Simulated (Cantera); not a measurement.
**Adiabatic ignition**

An adiabatic, constant-pressure homogeneous reactor starts with H2 : O2 : N2 = 2.3 : 1.04 : 3.92 (molar parts), equivalence ratio 1.1, at 1448 K and 1.01 bar.

Model: GRI-Mech 3.0 (53 species, 325 reactions), integrated in Cantera.

```tsv
t (s)	T (K)	x H2	x O2	x NO	x H2O	x O
2.00e-6	1448	0.317	0.143	<1e-12	4.90e-7	8.76e-8
5.22e-6	1448	0.317	0.143	<1e-12	1.78e-5	2.09e-6
1.36e-5	1491	0.259	0.119	5.88e-8	0.0399	0.00444
3.56e-5	2226	0.0758	0.0231	5.21e-5	0.207	0.0200
9.28e-5	2643	0.0720	0.0156	0.000253	0.238	0.0115
0.000242	2843	0.0667	0.0114	0.00126	0.257	0.00737
0.000632	2852	0.0670	0.0105	0.00373	0.258	0.00682
0.00165	2848	0.0680	0.00984	0.00663	0.258	0.00648
0.00431	2847	0.0682	0.00968	0.00735	0.258	0.00640
0.0112	2847	0.0682	0.00968	0.00736	0.258	0.00639
0.0294	2847	0.0682	0.00968	0.00736	0.258	0.00639
0.0766	2847	0.0682	0.00968	0.00736	0.258	0.00639
0.200	2847	0.0682	0.00968	0.00736	0.258	0.00639
```
x: mole fraction; the columns are a selection and need not sum to one.

```yaml
time_of_steepest_temperature_rise: 15.5 µs
temperature at 0.200 s: 2847 K
equilibrium_temperature: 2847 K
x(H2) at 0.200 s: 0.0682 (gas-phase equilibrium 0.0682)
x(O2) at 0.200 s: 0.00968 (gas-phase equilibrium 0.00968)
x(NO) at 0.200 s: 0.00736 (gas-phase equilibrium 0.00736)
```
